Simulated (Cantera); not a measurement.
Charge: 1 mol CH3F, 0.016 mol CH4, 2.9 mol H2, equilibrated at 3073 K and 100 Torr.

Cantera equilibrium calculation (NASA polynomials, part measured and part estimated; ideal gas, pure solids and liquids). Candidate condensed phases: C, C6H6, C7H8, C8H18; 95 gas species. The numbers say what is thermodynamically allowed, not how fast it happens.

Base state: H2 0.434, H 0.355, HF 0.164, C2H2 (acetylene) 0.0332, C2H 0.00516, C3 0.00500, C4H2 0.00106, F 0.000942 (mole fractions); condensed: C(graphite).

Problem. What changes in the equilibrium state with this change: pressure from 100 Torr to 75.0 Torr?

Solution. 
```json
[
 {"species": "H2", "before": "0.434", "after": "0.400"},
 {"species": "H", "before": "0.355", "after": "0.393"},
 {"species": "HF", "before": "0.164", "after": "0.159"},
 {"species": "C2H2 (acetylene)", "before": "0.0332", "after": "0.0306"},
 {"species": "C5", "before": "0.000114", "after": "0.000151"},
 {"species": "C3", "before": "0.00500", "after": "0.00666"},
 {"species": "C", "before": "0.000749", "after": "0.000998"},
 {"species": "C2", "before": "0.000515", "after": "0.000687"},
 {"species": "C(graphite), mol", "before": "0.414", "after": "0.389"}
]
```

Problem. What changes in the equilibrium state with this change: temperature from 3073 K to 1223 K?

Solution. 
```csv
species,before,after
H2,0.434,0.796
HF,0.164,0.203
CH4,1.82e-6,0.00113
H,0.355,7.35e-7
C2H2 (acetylene),0.0332,1.25e-7
C2H,0.00516,<1e-9
C3,0.00500,<1e-9
C4H2,0.00106,<1e-9
F,0.000942,<1e-9
"C(graphite), mol",0.414,1.01
```
